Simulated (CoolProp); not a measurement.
The fluid at 308.87 K and 1.65 MPa (gas) is heated at constant pressure to 337.8 K. The same conditions are run with several fluids, on thermodynamics alone (safety and materials aside).

Values from CoolProp's reference Helmholtz-energy equation of state of each fluid (CH2F2 (R32): Tillner-Roth 1997; carbon dioxide: Span 1996; ethylene: Smukala 2000; oxygen: Schmidt 1985; ethane: Bücker 2006).

| fluid | heat (kJ/kg) | final density (kg/m³) |
|---|---|---|
| CH2F2 (R32) | 35.5 | 35.5 |
| carbon dioxide | 28.0 | 27.4 |
| ethylene | 51.1 | 17.6 |
| oxygen | 27.3 | 18.9 |
| ethane | 59.4 | 19.4 |

Above 300 K oxygen's equation is extrapolated.
